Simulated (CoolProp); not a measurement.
Properties of methane at several states.

Computed with CoolProp (reference Helmholtz-energy equation of state, Setzmann 1991).

| T (°C) | p (kPa) | phase | isothermal compressibility (1/MPa) | conductivity (mW/(m K)) | Prandtl number |
|---|---|---|---|---|---|
| 2.15 | 20.6 | gas | 48.57 | 31.0 | 0.735 |
| -152.55 | 2900 | liquid | 0.002583 | 174 | 2.02 |
| -139.15 | 6910 | liquid | 0.003197 | 161 | 1.82 |
| 343.55 | 612 | gas | 1.632 | 92.6 | 0.719 |
| 102.65 | 6430 | supercritical | 0.1598 | 49.7 | 0.781 |

Viscosity comes from a separate model (Quiñones-Cisneros 2006). Thermal conductivity comes from a separate model (Friend 1989).
